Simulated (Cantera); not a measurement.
## Premixed flame

A freely propagating, adiabatic, planar premixed flame of CO : H2 : CH4 : O2 : N2 : CO2 = 1 : 1 : 0.1 : 0.857 : 3.09 : 0.13 (molar parts), equivalence ratio 1.4, unburnt at 525 K and 13300 Pa; mixture-averaged transport, grid criteria slope 0.08 and curve 0.16, no radiation.

Detailed kinetics in Cantera: GRI-Mech 3.0 (53 species, 325 reactions). Burning velocities carry a grid error of a few per cent, more on coarse grids.

```json
[
 {"z (mm)": "-10.9", "T (K)": "525", "u (m/s)": "3.61", "x CO": "0.162", "x H2": "0.162", "x CH4": "0.0162", "x O2": "0.139", "x C2H": "<1e-8", "x C2H2": "<1e-8"},
 {"z (mm)": "-7.24", "T (K)": "525", "u (m/s)": "3.61", "x CO": "0.162", "x H2": "0.162", "x CH4": "0.0162", "x O2": "0.139", "x C2H": "<1e-8", "x C2H2": "<1e-8"},
 {"z (mm)": "-5.43", "T (K)": "525", "u (m/s)": "3.61", "x CO": "0.162", "x H2": "0.162", "x CH4": "0.0162", "x O2": "0.139", "x C2H": "<1e-8", "x C2H2": "<1e-8"},
 {"z (mm)": "-3.62", "T (K)": "525", "u (m/s)": "3.62", "x CO": "0.162", "x H2": "0.162", "x CH4": "0.0162", "x O2": "0.139", "x C2H": "<1e-8", "x C2H2": "<1e-8"},
 {"z (mm)": "-1.81", "T (K)": "581", "u (m/s)": "3.98", "x CO": "0.161", "x H2": "0.155", "x CH4": "0.0162", "x O2": "0.137", "x C2H": "<1e-8", "x C2H2": "<1e-8"},
 {"z (mm)": "-0.905", "T (K)": "761", "u (m/s)": "5.17", "x CO": "0.160", "x H2": "0.135", "x CH4": "0.0155", "x O2": "0.131", "x C2H": "<1e-8", "x C2H2": "1.69e-8"},
 {"z (mm)": "0", "T (K)": "1159", "u (m/s)": "7.84", "x CO": "0.158", "x H2": "0.0859", "x CH4": "0.00484", "x O2": "0.0918", "x C2H": "<1e-8", "x C2H2": "5.73e-7"},
 {"z (mm)": "0.905", "T (K)": "1369", "u (m/s)": "9.23", "x CO": "0.140", "x H2": "0.0418", "x CH4": "7.22e-5", "x O2": "0.0439", "x C2H": "<1e-8", "x C2H2": "1.19e-8"},
 {"z (mm)": "1.81", "T (K)": "1450", "u (m/s)": "9.71", "x CO": "0.122", "x H2": "0.0333", "x CH4": "5.27e-7", "x O2": "0.0291", "x C2H": "<1e-8", "x C2H2": "<1e-8"},
 {"z (mm)": "3.62", "T (K)": "1544", "u (m/s)": "10.2", "x CO": "0.105", "x H2": "0.0356", "x CH4": "<1e-8", "x O2": "0.0217", "x C2H": "<1e-8", "x C2H2": "<1e-8"},
 {"z (mm)": "7.24", "T (K)": "1645", "u (m/s)": "10.8", "x CO": "0.100", "x H2": "0.0377", "x CH4": "<1e-8", "x O2": "0.0188", "x C2H": "<1e-8", "x C2H2": "<1e-8"},
 {"z (mm)": "14.5", "T (K)": "1761", "u (m/s)": "11.5", "x CO": "0.104", "x H2": "0.0374", "x CH4": "<1e-8", "x O2": "0.0171", "x C2H": "<1e-8", "x C2H2": "<1e-8"},
 {"z (mm)": "29.0", "T (K)": "1892", "u (m/s)": "12.2", "x CO": "0.107", "x H2": "0.0361", "x CH4": "<1e-8", "x O2": "0.0149", "x C2H": "<1e-8", "x C2H2": "<1e-8"}
]
```
x: mole fraction of selected species; z is measured from the peak of heat release.

```
Property                     Value
------------------------  --------
laminar burning velocity  361 cm/s
thermal thickness          3.62 mm
peak x(C2H)                  <1e-8
peak x(C2H2)               5.73e-7
grid points                    196
```
